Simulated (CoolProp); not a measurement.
Vapour-liquid equilibrium of benzene (1) + n-dodecane (2) at 0.105 MPa; x and y are mole fractions of (1).

Computed with CoolProp (multi-fluid Helmholtz-energy mixture model, Thol 2012 and Lemmon 2004; pair parameters Bell 2016).

```tsv
x	bubble temperature, mixture model (K)	bubble temperature, Raoult's law (K)	y, mixture model	y, Raoult's law
0.05	470.3	460.9	0.416	0.559
0.125	442.1	432.1	0.755	0.829
0.2	420.4	414.0	0.889	0.916
0.275	404.6	401.4	0.944	0.953
0.35	393.2	391.9	0.968	0.971
0.425	384.7	384.5	0.980	0.981
0.5	378.2	378.4	0.987	0.988
0.575	373.0	373.3	0.991	0.992
0.65	368.7	369.0	0.994	0.994
0.725	365.0	365.2	0.996	0.996
0.8	361.8	361.8	0.997	0.998
0.875	358.9	358.8	0.999	0.999
0.95	356.1	356.1	0.999	1.000
```

The largest gap from Raoult's law is +10.0 K in bubble temperature, at x = 0.125. No azeotrope shows between x = 0.05 and 0.95.

The pair parameters rest on a limited set of measurements; away from them the model extrapolates. The gap from Raoult's law changes sign with composition, which may be real or a fault of the pair parameters; it wasn't checked against measurements.
